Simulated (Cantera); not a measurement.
Input: 1 mol borazine, 0.11 mol H2O, 1.6 mol N2, held at 1550 °C and 3.10 mbar.

Cantera equilibrium calculation (NASA polynomials, part measured and part estimated; ideal gas, pure solids and liquids). The feed counts by its element totals alone. The numbers say what is thermodynamically allowed, not how fast it happens.

```tsv
species	before	after
H2	0.631	0.561
N2	0.342	0.307
HBO	0.0162	0.0691
B2O3	0.000119	0.0105
B2O2	0.00152	0.0310
BO	0.00276	0.0125
HBO2	0.000171	0.00313
H2O	1.89e-5	7.18e-5
H	0.00618	0.00583
BN(s), mol	2.89	1.80
```
Gas species are given as mole fractions.

### Question
Name the change that produced these shifts.
(A) borazine replaced by B2O3
(B) pressure from 3.10 mbar to 54.0 Pa
(C) temperature from 1550 °C to 1075 °C
(D) H2O from 0.11 to 1.3 mol

### Answer
D, H2O from 0.11 to 1.3 mol
